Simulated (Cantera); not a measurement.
A Cantera script and what it prints.

```python
import numpy as np
import cantera as ct

gas_names = """
    N N2 Zr ZrN
""".split()
cond_names = """
    Zr(a) Zr(b) Zr(L) ZrN(s) ZrN(L)
""".split()


def load(file, names, dense=False):
    # The tables refer to 1 bar. Condensed volumes are neglected.
    table = {s.name: s for s in ct.Species.list_from_file(file)}
    out = []
    for n in names:
        d = dict(table[n].input_data)
        d["thermo"] = dict(d["thermo"], **{"reference-pressure": 1e5})
        if dense:
            d["equation-of-state"] = {"model": "constant-volume", "density": "1e6 g/cm^3"}
        out.append(ct.Species.from_dict(d))
    return out


gas = ct.Solution(thermo="ideal-gas", species=load("nasa_gas.yaml", gas_names))
cond = {s.name: ct.Solution(thermo="fixed-stoichiometry", species=[s], name=s.name)
        for s in load("nasa_condensed.yaml", cond_names, dense=True)}
atoms = {
    'ZrN': {'Zr': 1, 'N': 1},
    'N2': {'N': 2},
}
top_T = {}  # K; cautious upper limits of use, not melting points


def equilibrate(T, P, feed):
    n = {}
    for name, mol in feed.items():
        for a, k in atoms[name].items():
            n[a] = n.get(a, 0.0) + k * mol
    gas.TPX = T, P, n
    mass = sum(n.values()) * gas.mean_molecular_weight
    gas.equilibrate("TP")
    valid = [c for c in cond.values() if c.min_temp <= T <= top_T.get(c.name, c.max_temp)]
    mix = ct.Mixture([(gas, mass / gas.mean_molecular_weight)] + [(c, 0.0) for c in valid])
    mix.T, mix.P = T, P
    mix.equilibrate("TP", solver="vcs", rtol=1e-11, max_steps=5000)
    return mix


results = []
feed = {'ZrN': 1, 'N2': 0.093}  # mol
T = 2648.15  # K
for P in [1, 5.6, 32, 180, 1000, 5600, 32000, 180000, 1000000]:
    mix = equilibrate(T, P, feed)
    results.append((T, P, feed, dict(zip(mix.species_names, mix.species_moles))))

top = {s: max(r[3][s] / sum(r[3][g] for g in gas_names) for r in results) for s in gas_names}
cols = sorted((s for s in top if top[s] > 1e-05), key=lambda s: -top[s])[:5]
seen = [c for c in cond_names if any(r[3].get(c, 0) > 1e-12 for r in results)]
print("log10 of partial pressures in bar; condensed amounts in mol")
print(f"{'P/Pa':>10s}" + "".join(f"{s[:9]:>10s}" for s in cols + seen))
for T, P, feed, n in results:
    ng = sum(n[g] for g in gas_names)
    print(f"{P:10.4g}" + "".join(f"{np.log10(max(n[s] / ng * P / 1e5, 1e-99)):10.3f}" for s in cols)
          + "".join(f"{n.get(c, 0):10.4g}" for c in seen))
```

Output:

```
log10 of partial pressures in bar; condensed amounts in mol
      P/Pa        N2        Zr         N    ZrN(s)
         1    -5.429    -5.202    -8.686         0
       5.6    -4.318    -5.103    -8.130    0.9834
        32    -3.499    -5.512    -7.721    0.9991
       180    -2.745    -5.889    -7.344    0.9999
      1000    -2.000    -6.262    -6.971         1
      5600    -1.252    -6.636    -6.597         1
   3.2e+04    -0.495    -7.014    -6.219         1
   1.8e+05     0.255    -7.389    -5.844         1
     1e+06     1.000    -7.762    -5.471         1
```

These are equilibrium values from Cantera (NASA tables, ideal gas, pure condensed phases), not measurements of a reactor. ZrN: taken at fixed stoichiometry.
